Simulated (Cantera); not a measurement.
Cantera run, input and output.

```python
import numpy as np
import cantera as ct

gas = ct.Solution("gri30.yaml")
gas.TPX = 498, 570000, {'CH3OH': 1, 'O2': 2.38, 'N2': 8.95}
inlet = ct.Reservoir(gas, clone=True)
gas.equilibrate("HP")  # start burning
reactor = ct.IdealGasConstPressureReactor(gas, energy="on", clone=False)
exhaust = ct.Reservoir(gas, clone=True)
tau = [0.075, 0.035, 0.017, 0.0078, 0.0037, 0.0017, 0.00081, 0.00038, 0.00018, 8.5e-05, 4e-05, 1.9e-05][0]
for a, b in ((inlet, reactor), (reactor, exhaust)):
    ct.MassFlowController(a, b, mdot=lambda t: reactor.mass / tau)
net = ct.ReactorNet([reactor])
show = ['CH3OH', 'O2', 'CO', 'CH2', 'HCO']

rows = []
print(f"{'tau/s':>10s}{'T/K':>9s}" + "".join(f"{s:>11s}" for s in show))
for tau in [0.075, 0.035, 0.017, 0.0078, 0.0037, 0.0017, 0.00081, 0.00038, 0.00018, 8.5e-05, 4e-05, 1.9e-05]:
    net.initial_time = 0.0
    net.advance(30 * tau)
    before = gas.X
    net.advance(40 * tau)
    drift = np.max(np.abs(gas.X - before) / (gas.X + 1e-9))
    rows.append([gas.T, *gas[show].X, drift])
    print(f"{tau:10.3e}{gas.T:9.1f}" + "".join(f"{x:11.3e}" for x in gas[show].X))
```

It prints:

```
     tau/s      T/K      CH3OH         O2         CO        CH2        HCO
 7.500e-02   1919.3  1.248e-06  6.839e-02  1.795e-04  9.052e-10  8.502e-09
 3.500e-02   1918.1  2.418e-06  6.842e-02  2.715e-04  1.719e-09  1.826e-08
 1.700e-02   1916.1  4.342e-06  6.847e-02  4.246e-04  2.996e-09  3.768e-08
 7.800e-03   1912.6  7.853e-06  6.856e-02  7.071e-04  5.182e-09  8.236e-08
 3.700e-03   1907.2  1.349e-05  6.873e-02  1.163e-03  8.478e-09  1.740e-07
 1.700e-03   1898.4  2.336e-05  6.905e-02  1.959e-03  1.414e-08  3.793e-07
 8.100e-04   1885.0  3.936e-05  6.961e-02  3.225e-03  2.404e-08  7.973e-07
 3.800e-04   1863.6  6.812e-05  7.065e-02  5.395e-03  4.547e-08  1.704e-06
 1.800e-04   1829.1  1.236e-04  7.259e-02  9.148e-03  9.468e-08  3.627e-06
 8.500e-05   1761.4  2.795e-04  7.715e-02  1.723e-02  1.959e-07  7.932e-06
 4.000e-05    498.0  8.110e-02  1.930e-01 -1.110e-16  1.293e-33 -7.383e-34
 1.900e-05    498.0  8.110e-02  1.930e-01 -1.109e-19  2.764e-34 -7.408e-37
```

Cantera simulation using GRI-Mech 3.0 (53 species, 325 reactions); the numbers are that mechanism's predictions, not measurements. GRI-Mech 3.0 was tuned for natural gas; its chemistry of methanol as a main component is partial and can be far from experiment.
